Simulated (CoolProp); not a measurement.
A single-stage vapour-compression cycle with R22: evaporating at 305.15 K (dew point), condensing at 354.15 K (bubble point), superheat 0 K, subcooling 0 K, compressor efficiency 0.65, no pressure losses. Each further row changes one setting.

Values from CoolProp's reference Helmholtz-energy equation of state, Kamei 1995.

```
case                              cooling COP  pressure ratio  discharge temperature (K)  refrigerating effect (kJ/kg)  volumetric capacity (kJ/m³)
--------------------------------  -----------  --------------  -------------------------  ----------------------------  ---------------------------
as stated                                2.54            2.98                      385.0                           102                         5480
evaporating temperature 310.15 K         2.94               …                      381.3                           103                         6320
condensing temperature 349.15 K             …               …                      377.3                           112                         5970
subcooling 5 K                           2.79            2.98                      385.0                           112                         6020
superheat 10 K                           2.57            2.98                      396.1                             …                         5580
compressor efficiency 0.55               2.15            2.98                      391.8                           102                         5480
```

Problem. Some entries are withheld; supply them.

Solution. 
- evaporating temperature 310.15 K, pressure ratio: 2.62
- condensing temperature 349.15 K, cooling COP: 3.04
- condensing temperature 349.15 K, pressure ratio: 2.70
- superheat 10 K, refrigerating effect (kJ/kg): 111
